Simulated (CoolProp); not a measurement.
R1132(E) along the isobar 6.5 MPa: Z from the reference equation and from simpler models built on Tc = 75.7 °C, pc = 5.174 MPa, ω = 0.245; each cubic takes its own stable root.

The numbers come from the reference Helmholtz-energy equation of state, Akasaka 2024 in CoolProp.

```tsv
T (°C)	phase	reference
3.75	liquid	0.1786
12.25	liquid	0.1777
20.85	liquid	0.1773
29.35	liquid	0.1777
37.95	liquid	0.1789
46.55	liquid	0.1812
55.05	liquid	0.1852
63.65	liquid	0.1917
72.25	liquid	0.2033
```

### Question
How far does each simpler model (van der Waals, Redlich-Kwong, Soave-Redlich-Kwong, Peng-Robinson) lie from the reference over these 9 states: mean and median of the absolute difference, and the worst?

### Answer
- van der Waals: mean 57.8 %, median 58.9 %, worst +60.8 % at 3.75 °C and 6.5 MPa
- Redlich-Kwong: mean 19.2 %, median 18.8 %, worst +24.2 % at 72.25 °C and 6.5 MPa
- Soave-Redlich-Kwong: mean 15.6 %, median 14.6 %, worst +23.0 % at 72.25 °C and 6.5 MPa
- Peng-Robinson: mean 3.5 %, median 1.7 %, worst +10.7 % at 72.25 °C and 6.5 MPa
